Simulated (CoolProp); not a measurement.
R1336mzz(E) at several states: fugacity coefficient from the reference equation and from simpler models built on Tc = 130.4 °C, pc = 2779 kPa, ω = 0.413; each cubic takes its own stable root.

The numbers come from the reference Helmholtz-energy equation of state, Akasaka 2023 in CoolProp.

| T (°C) | p (kPa) | phase | reference | van der Waals | Redlich-Kwong | Soave-Redlich-Kwong | Peng-Robinson |
|---|---|---|---|---|---|---|---|
| -38.75 | 496 | liquid | 0.01941 | 0.3838 | 0.08166 | 0.01970 | 0.02054 |
| 35.65 | 5700 | liquid | 0.05756 | 0.1878 | 0.1031 | 0.06065 | 0.05784 |
| -63.05 | 2760 | liquid | 0.0006770 | 0.04620 | 0.004733 | 0.0007250 | 0.0007749 |
